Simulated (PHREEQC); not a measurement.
0.17 g of hydrous ferric oxide (600 m²/g; 0.2 weak and 0.005 strong sites per Fe, Dzombak-Morel constants, diffuse double layer) in 1 kg of water with 0.005 mol/kgw of an inert sodium salt and 1.3e-05 mol CaCl2, at 25 °C; the pH is set by adding NaOH or the inert anion's acid. O2 is buffered at 0.21 atm. CO2 from the air is kept out. Precipitation was switched off in this run.

The series has 17 steps of pH, from 4 to 12.

The numbers come from PHREEQC with the ion-association model, wateq4f.dat.

Task: Near which pH is half of the Ca sorbed, and on which side is more sorbed?

Result: Near pH 8.5, with more sorbed at higher pH.
